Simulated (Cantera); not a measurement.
Input: 1 mol B, 1.5 mol O2, held at 1850 K and 21.0 mbar.

Equilibrium computed with Cantera from the NASA thermochemical tables; the gas is ideal and each condensed phase is pure. Candidate condensed phases: B, B2O3; 10 gas species. Rates play no part.

Base state: O2 0.654, B2O3 0.321, BO2 0.0246, O 0.00108, BO 1.06e-5 (mole fractions); condensed: B2O3(l).

Q: What changes in the equilibrium state with this change: temperature from 1850 K to 1673.15 K?

A: 
```csv
species,before,after
O2,0.654,0.973
B2O3,0.321,0.0243
BO2,0.0246,0.00295
BO,1.06e-5,1.57e-7
O,0.00108,0.000228
"B2O3(l), mol",0.122,0.480
```

Q: What changes in the equilibrium state with this change: 0.072 mol HF added?

A: 
```
species       before     after
------------  ------  --------
O2             0.654     0.557
B2O3           0.321     0.311
BOF                0    0.0538
HBO2               0    0.0522
BO2           0.0246    0.0233
H2O                0  0.000707
HF                 0  0.000284
OH                 0  0.000261
B2O3(l), mol   0.122         0
```
Further candidate phases: B3O3H3, H2O.
